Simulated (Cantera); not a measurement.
What does this Cantera script print?

```python
import numpy as np
import cantera as ct

gas_names = [...]  # 135 gases of nasa_gas.yaml made of C, Cl, F, H
cond_names = """
    C(gr) C6H6(L) C7H8(L) C8H18(L),n-octa
""".split()


# ... load() reads the species with a 1 bar reference pressure and builds the phases ...
atoms = {
    'CHF3': {'C': 1, 'H': 1, 'F': 3},
    'HCl': {'H': 1, 'CL': 1},
    'H2': {'H': 2},
}
top_T = {'C(gr)': 4500}  # K; cautious upper limits of use, not melting points


# ... equilibrate(T, P, feed) seeds the gas with the atoms and calls Mixture.equilibrate('TP', solver="vcs", rtol=1e-11, max_steps=5000) ...
results = []
feed = {'CHF3': 1, 'HCl': 0.087, 'H2': 0.55}  # mol
P = 1900  # Pa
for T in [3000, 3250, 3500, 3750, 4000, 4250, 4500, 4750, 5000]:
    mix = equilibrate(T, P, feed)
    results.append((T, P, feed, dict(zip(mix.species_names, mix.species_moles))))
    x = sorted(zip(gas.X, gas.species_names), reverse=True)
    print(f"T = {T:g} K  P = {P:g} Pa  gas = {mix.phase_moles(0):.4g} mol")
    print("   x: " + "  ".join(f"{s} {v:.3e}" for v, s in x if v > 0.001))
    print("   condensed (mol): " + ("  ".join(f"{mix.phase(i).name} {mix.phase_moles(i):.4g}"
          for i in range(1, mix.n_phases) if mix.phase_moles(i) > 1e-12) or "none"))
```

It prints:

```
T = 3000 K  P = 1900 Pa  gas = 3.208 mol
   x: HF 6.574e-01  F 2.372e-01  CF 2.745e-02  CL 2.645e-02  H 2.251e-02  C3 1.642e-02  CF2 6.466e-03  C 2.668e-03  C2 1.668e-03
   condensed (mol): C(gr) 0.7064
T = 3250 K  P = 1900 Pa  gas = 3.766 mol
   x: HF 4.850e-01  F 2.730e-01  H 9.065e-02  C3 6.138e-02  CF 3.483e-02  CL 2.253e-02  C 1.640e-02  C2 9.558e-03  CF2 1.876e-03  H2 1.515e-03  C2H 1.234e-03  C5 1.062e-03
   condensed (mol): none
T = 3500 K  P = 1900 Pa  gas = 4.424 mol
   x: F 3.587e-01  HF 2.891e-01  H 1.993e-01  C 4.587e-02  C3 3.886e-02  CF 2.928e-02  CL 1.935e-02  C2 1.484e-02  H2 2.165e-03  C2H 1.160e-03
   condensed (mol): none
T = 3750 K  P = 1900 Pa  gas = 5.256 mol
   x: F 4.256e-01  H 2.869e-01  HF 1.253e-01  C 9.336e-02  CF 1.963e-02  CL 1.642e-02  C3 1.515e-02  C2 1.511e-02  H2 1.556e-03
   condensed (mol): none
T = 4000 K  P = 1900 Pa  gas = 5.852 mol
   x: F 4.568e-01  H 3.259e-01  C 1.335e-01  HF 4.596e-02  CL 1.481e-02  CF 9.801e-03  C2 9.052e-03  C3 3.005e-03
   condensed (mol): none
T = 4250 K  P = 1900 Pa  gas = 6.113 mol
   x: F 4.695e-01  H 3.399e-01  C 1.503e-01  HF 1.704e-02  CL 1.421e-02  CF 4.200e-03  C2 3.877e-03
   condensed (mol): none
T = 4500 K  P = 1900 Pa  gas = 6.209 mol
   x: F 4.746e-01  H 3.450e-01  C 1.558e-01  CL 1.400e-02  HF 6.790e-03  CF 1.817e-03  C2 1.588e-03
   condensed (mol): none
T = 4750 K  P = 1900 Pa  gas = 6.246 mol
   x: F 4.765e-01  H 3.470e-01  C 1.578e-01  CL 1.392e-02  HF 2.939e-03
   condensed (mol): none
T = 5000 K  P = 1900 Pa  gas = 6.261 mol
   x: F 4.773e-01  H 3.478e-01  C 1.585e-01  CL 1.389e-02  HF 1.375e-03
   condensed (mol): none
```

Cantera equilibrium calculation (NASA polynomials, part measured and part estimated; ideal gas, pure solids and liquids).
